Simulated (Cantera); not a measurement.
A closed system holds: 1 mol Mg(OH)2, 0.037 mol H2, at 0.0360 bar.

Method: chemical equilibrium by Gibbs-energy minimisation in Cantera with the NASA 1993 tables (ideal gas, pure condensed phases). Candidate condensed phases: H2O, Mg, MgO, Mg(OH)2; 15 gas species. Kinetics and transport are ignored. All values below are at 1923 K.

Base state: H2O 0.959, H2 0.0371, OH 0.00213, H 0.000957, O2 0.000460, O 4.09e-5, Mg(OH)2 1.98e-5 (mole fractions); condensed: MgO(s).

Question: What changes in the equilibrium state with this change: H2 from 0.037 to 2.3 mol?

Answer: 
```csv
species,before,after
H2,0.0371,0.693
H2O,0.959,0.302
H,0.000957,0.00413
Mg,5.20e-6,0.000308
O2,0.000460,1.31e-7
O,4.09e-5,6.91e-7
OH,0.00213,0.000155
MgOH,3.65e-6,1.57e-5
"MgO(s), mol",1.000,0.999
```
